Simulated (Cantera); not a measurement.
# Hydrocarbon pyrolysis for carbon deposition

A perfectly stirred reactor is fed with 35.7 % CH₄, 64.3 % H₂, at 18.8 Torr; it is held at 1900 K, and followed from long to short residence time.

Model: GRI-Mech 3.0 (53 species, 325 reactions), integrated in Cantera. GRI-Mech 3.0 stops at C3 and has no aromatics, soot or wall deposition, so with more carbon than oxygen in the feed, carbon stays in small species such as C2H2 where larger ones or solid carbon would form. Radical loss at walls, strong at low pressure, is not modelled.

```csv
τ (s),x CH₄,x H₂,x C₂H₆,x CH₃,x C₂H₂,x CH₂,x C₂H₄
15,0.00274,0.862,6.98e-8,0.000279,0.130,1.63e-6,3.70e-5
4.5,0.00549,0.861,2.54e-7,0.000515,0.129,2.64e-6,4.41e-5
1.3,0.0118,0.857,1.00e-6,0.000968,0.127,4.02e-6,7.11e-5
0.39,0.0249,0.849,3.72e-6,0.00176,0.121,5.60e-6,0.000168
0.12,0.0504,0.832,1.26e-5,0.00307,0.111,7.32e-6,0.000486
0.034,0.0999,0.800,4.04e-5,0.00526,0.0909,9.28e-6,0.00152
0.010,0.177,0.750,9.94e-5,0.00792,0.0593,1.08e-5,0.00385
0.0030,0.275,0.688,0.000149,0.00919,0.0211,9.71e-6,0.00581
```
x: mole fraction; the columns are a selection and need not sum to one.
